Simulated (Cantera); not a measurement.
Gas mixture: H₂O : O₂ : N₂O = 0.77 : 0.76 : 0.35 (molar parts), at 20.0 Torr, frozen composition.

Cantera's kinetic-theory transport with the Lennard-Jones parameters of GRI-Mech 3.0, ideal gas; thermal conductivity in the multicomponent form. Polar gases are described roughly by these parameters. The composition is frozen, though it would react at the higher temperatures.

One state of this run: ρ (kg/m³) = 0.00795; cp (J/kg/K) = 1494; μ (µPa s) = 47.2; λ (mW/m/K) = 105; Pr = 0.674; D (cm²/s) N₂ = 81.6; D (cm²/s) CO₂ = 64.5; D (cm²/s) H₂ = 299. D: mixture-averaged diffusion coefficient of that species in the mixture.

### Question
Which value of T (K) does it belong to?
A. 1150
B. 550
C. 700
D. 1000

### Answer
A, 1150
